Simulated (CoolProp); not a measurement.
Vapour-liquid equilibrium of R143a (1) + R152A (2) at 0.0312 bar; x and y are mole fractions of (1).

The numbers come from the multi-fluid Helmholtz-energy mixture model, Lemmon and Jacobsen 2000 and Outcalt 1996; pair parameters Bell 2016 in CoolProp.

**Question.** Give the bubble temperature and the first vapour's composition at x = 0.425, 0.575, 0.65. Is there an azeotrope?

**Answer.** x = 0.425: 178.4 K, y = 0.804; x = 0.575: 176.5 K, y = 0.873; x = 0.65: 175.6 K, y = 0.900. No azeotrope shows between x = 0.05 and 0.95.

The pair parameters rest on a limited set of measurements; away from them the model extrapolates.
